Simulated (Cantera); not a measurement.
Equilibrium for hydrogen reduction and annealing atmospheres: TiO2 + H2

Charge: 1 mol TiO2, 8.3 mol H2, held at 0.000330 bar.

Method: chemical equilibrium by Gibbs-energy minimisation in Cantera with the NASA 1993 tables (ideal gas, pure condensed phases). Candidate condensed phases: H2O, Ti, TiO, TiO2, Ti2O3, Ti3O5, Ti4O7; 12 gas species. Mutual solubility and eutectic melting of coexisting phases are not modelled. Condensed phases not in the tables: Magnéli phases beyond Ti4O7. Equilibrium is a limit: real reactors are often held back by kinetics, nucleation or transport.

From 1073 K to 1523 K the condensed part is TiO2(rutile) + Ti4O7(s). From 1598 K to 1748 K the condensed part is Ti4O7(s). At 1823 K the condensed part is Ti3O5(s).

| T (K) | log p H2 | log p H2O | log p H | log p OH | log p TiO2 | log p TiO | log p O | log p O2 | n TiO2(rutile) | n Ti4O7(s) | n Ti3O5(s) |
|---|---|---|---|---|---|---|---|---|---|---|---|
| 1073 | -3.48 | -7.14 | -9.59 | <-15 | <-15 | <-15 | <-15 | <-15 | 0.993 | 0.00182 | 0 |
| 1148 | -3.48 | -6.72 | -8.89 | -14.35 | <-15 | <-15 | <-15 | <-15 | 0.981 | 0.00481 | 0 |
| 1223 | -3.48 | -6.35 | -8.26 | -13.17 | <-15 | <-15 | <-15 | <-15 | 0.955 | 0.0113 | 0 |
| 1298 | -3.48 | -6.01 | -7.71 | -12.13 | -15.36 | <-15 | <-15 | <-15 | 0.903 | 0.0243 | 0 |
| 1373 | -3.48 | -5.72 | -7.22 | -11.20 | -13.99 | -14.93 | -14.97 | <-15 | 0.808 | 0.0481 | 0 |
| 1448 | -3.49 | -5.45 | -6.78 | -10.37 | -12.77 | -13.76 | -13.71 | <-15 | 0.645 | 0.0887 | 0 |
| 1523 | -3.49 | -5.21 | -6.38 | -9.62 | -11.67 | -12.71 | -12.57 | -14.63 | 0.383 | 0.154 | 0 |
| 1598 | -3.50 | -5.00 | -6.02 | -8.94 | -10.68 | -11.76 | -11.54 | -13.39 | 0 | 0.250 | 0 |
| 1673 | -3.50 | -5.00 | -5.69 | -8.52 | -9.84 | -10.75 | -10.80 | -12.66 | 0 | 0.250 | 0 |
| 1748 | -3.50 | -5.01 | -5.39 | -8.13 | -9.06 | -9.83 | -10.13 | -11.98 | 0 | 0.250 | 0 |
| 1823 | -3.51 | -4.88 | -5.12 | -7.65 | -8.32 | -9.09 | -9.37 | -11.10 | 0 | 0 | 0.333 |
log p: log10 of the partial pressure in bar; n: condensed amount in mol.
